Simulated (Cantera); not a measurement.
Cantera run, input and output.

```python
import numpy as np
import cantera as ct

gas = ct.Solution("gri30.yaml")
gas.TPX = 500, 101325, {'CH4': 1, 'O2': 1.67, 'N2': 6.27, 'H2O': 0.82}
flame = ct.FreeFlame(gas, width=0.04)
flame.set_refine_criteria(ratio=3, slope=0.08, curve=0.16)
flame.transport_model = "mixture-averaged"
flame.solve(loglevel=0, auto=True)
z, T = flame.grid, flame.T
thick = (T[-1] - T[0]) / np.gradient(T, z).max()
show = ['CH4', 'O2', 'H2O', 'CO', 'CH2', 'O']
print(f"laminar burning velocity  {flame.velocity[0] * 100:.3f} cm/s")
print(f"burnt temperature         {T[-1]:.1f} K")
print(f"thermal thickness         {thick * 1e3:.4f} mm")
print(f"grid points               {len(z)}")
z0 = z[flame.heat_release_rate.argmax()]
print(f"{'z/mm':>9s}{'T/K':>9s}{'u/(m/s)':>9s}" + "".join(f"{s:>11s}" for s in show))
rows = []
for k in (-3, -2, -1.5, -1, -0.5, -0.25, 0, 0.25, 0.5, 1, 2, 4, 8):
    zz = z0 + k * thick
    rows.append([k * thick, np.interp(zz, z, T), np.interp(zz, z, flame.velocity),
                 *(np.interp(zz, z, flame.X[gas.species_index(s)]) for s in show)])
    print(f"{rows[-1][0] * 1e3:9.3f}{rows[-1][1]:9.1f}{rows[-1][2]:9.3f}" + "".join(f"{x:11.3e}" for x in rows[-1][3:]))
```

Result:

```
laminar burning velocity  59.099 cm/s
burnt temperature         2126.9 K
thermal thickness         0.4826 mm
grid points               143
     z/mm      T/K  u/(m/s)        CH4         O2        H2O         CO        CH2          O
   -1.448    500.4    0.592  1.022e-01  1.708e-01  8.391e-02  6.312e-06  1.872e-18  8.722e-13
   -0.965    504.1    0.599  1.016e-01  1.700e-01  8.418e-02  7.546e-05  1.339e-15  3.774e-11
   -0.724    518.4    0.618  1.002e-01  1.685e-01  8.578e-02  3.720e-04  1.143e-13  4.824e-10
   -0.483    612.3    0.737  9.335e-02  1.612e-01  9.632e-02  2.722e-03  4.590e-11  2.309e-08
   -0.241   1054.7    1.292  6.294e-02  1.230e-01  1.424e-01  1.790e-02  9.660e-08  6.336e-06
   -0.121   1443.9    1.787  3.369e-02  8.198e-02  1.827e-01  3.527e-02  5.509e-06  6.479e-05
    0.000   1786.5    2.226  8.003e-03  3.770e-02  2.200e-01  5.173e-02  5.223e-05  3.404e-04
    0.121   1930.1    2.402  6.470e-04  1.359e-02  2.365e-01  5.195e-02  2.396e-05  7.969e-04
    0.241   1968.4    2.441  2.986e-05  6.002e-03  2.398e-01  4.537e-02  1.900e-06  9.723e-04
    0.483   2000.9    2.470  9.242e-08  3.025e-03  2.402e-01  3.917e-02  8.472e-09  8.313e-04
    0.965   2036.8    2.508  1.595e-11  1.914e-03  2.420e-01  3.720e-02  2.346e-12  5.546e-04
    1.930   2072.8    2.547  2.026e-14  1.053e-03  2.451e-01  3.692e-02  3.499e-15  2.956e-04
    3.861   2100.8    2.577  2.247e-14  4.610e-04  2.477e-01  3.677e-02  2.256e-15  1.257e-04
```

Model: GRI-Mech 3.0 (53 species, 325 reactions), integrated in Cantera. Burning velocities carry a grid error of a few per cent, more on coarse grids.
